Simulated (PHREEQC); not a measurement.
PHREEQC input (Pitzer model, pitzer.dat):

```
SOLUTION 1
  temp 25
  units mol/kgw
  pH 7 charge
  S(6) 0.017
  Na 0.181
  Cl 0.035
  C(4) 0.012
END
USE solution 1
INCREMENTAL_REACTIONS false
REACTION 1
  H2O -1
  0 9.886 18.011 24.689 30.178 34.689 38.397 41.444
  43.949 46.007 47.699 49.089 50.232 51.172 51.944 52.578
  53.1 53.528 53.88 54.17 54.408 54.603 54.764 54.896
  55.005 55.094 55.168 moles
EQUILIBRIUM_PHASES 1
  Burkeite 0 0
  Halite 0 0
  Mirabilite 0 0
  Nahcolite 0 0
  Natron 0 0
  Thenardite 0 0
  Trona 0 0
SELECTED_OUTPUT 1
  -reset false
  -pH true
  -pe true
  -ionic_strength true
  -water true
  -activities H2O
  -totals C Cl Na S
  -molalities H+ Na+ Cl- CO3-2 SO4-2 OH- HCO3- CO2 HSO4-
  -equilibrium_phases Burkeite Halite Mirabilite Nahcolite Natron Thenardite Trona
PRINT
  -reset false
END
```

Selected output (columns that matter, 10 of 27 rows; water left (kg) added in front):

```
water left (kg)	pH	mu	C	Cl	Na	S	m_Na+	m_Cl-	m_CO3-2	m_SO4-2	m_OH-	la_H2O	Burkeite	Halite
1	12.797	0.20999	0.012	0.035	0.181	0.017	0.181	0.035	0.011987	0.017	0.088013	-0.0023205	0	0
0.555203	13.03	0.37823	0.021614	0.06304	0.32601	0.030619	0.32601	0.06304	0.021602	0.030619	0.15851	-0.0041258	0	0
0.30824	13.267	0.68128	0.038931	0.11355	0.58721	0.055152	0.58721	0.11355	0.03892	0.055152	0.2855	-0.0073686	0	0
0.171138	13.515	1.2271	0.070119	0.20451	1.0576	0.099335	1.0576	0.20451	0.07011	0.099335	0.51421	-0.013284	0	0
0.0950205	13.788	2.21	0.12629	0.36834	1.9049	0.17891	1.9049	0.36834	0.12628	0.17891	0.92612	-0.024488	0	0
0.0641771	13.998	3.2722	0.18698	0.54537	2.8203	0.26489	2.8203	0.54537	0.18698	0.26489	1.3712	-0.037782	0	0
0.0356398	14.396	5.8923	0.3367	0.98205	5.0786	0.47699	5.0786	0.98205	0.3367	0.47699	2.4692	-0.077662	0	0
0.0197857	14.927	8.6837	0.39205	1.769	7.8613	0.4303	7.8613	1.769	0.39205	0.4303	4.4477	-0.15699	0.0042431	0
0.0109939	15.74	11.107	0.33143	2.0303	10.75	0.026149	10.75	2.0303	0.33143	0.026149	8.0044	-0.30284	0.0083563	0.01268
0.00609355	17.478	16.512	0.57444	0.34637	15.937	0.00013237	15.937	0.34637	0.57444	0.00013237	14.441	-0.72471	0.0084996	0.032889
```

Species that the database lacks are ignored.
